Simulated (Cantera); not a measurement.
A closed system holds: 1 mol CH₃SiCl₃, 1 mol C₂H₄, 4.6 mol H₂, at 1048.15 K and 2.70 mbar.

These are equilibrium values from Cantera (NASA tables, ideal gas, pure condensed phases), not measurements of a reactor. Candidate condensed phases: C, C₆H₆, C₇H₈, C₈H₁₈, Si, SiC; 109 gas species. The feed counts by its element totals alone. The tables' values for SiCl₃ are old estimates; treat these amounts as uncertain. The numbers say what is thermodynamically allowed, not how fast it happens.

Base state: H₂ 0.725, HCl 0.260, SiCl₄ 0.0136, SiHCl₃ 0.000387, SiCl₃ 0.000275, SiCl₂ 0.000102, CH₄ 8.28e-5 (mole fractions); condensed: C(graphite) + SiC(s).

Question: What changes in the equilibrium state with this change: C₂H₄ from 1 to 0.14 mol?

Answer: 
```json
[
 {"species": "H₂", "before": "0.725", "after": "0.684"},
 {"species": "HCl", "before": "0.260", "after": "0.291"},
 {"species": "SiCl₄", "before": "0.0136", "after": "0.0239"},
 {"species": "SiCl₃", "before": "0.000275", "after": "0.000420"},
 {"species": "SiHCl₃", "before": "0.000387", "after": "0.000574"},
 {"species": "C(graphite), mol", "before": "2.13", "after": "0.472"},
 {"species": "SiC(s), mol", "before": "0.864", "after": "0.808"}
]
```

Question: What changes in the equilibrium state with this change: CH₃SiCl₃ replaced by CH₃SiH₃?

Answer: 
```tsv
species	before	after
H₂	0.725	1.000
CH₄	8.28e-5	0.000157
HCl	0.260	0
SiCl₄	0.0136	0
SiHCl₃	0.000387	0
SiCl₃	0.000275	0
SiCl₂	0.000102	0
C(graphite), mol	2.13	2.00
SiC(s), mol	0.864	1.00
```
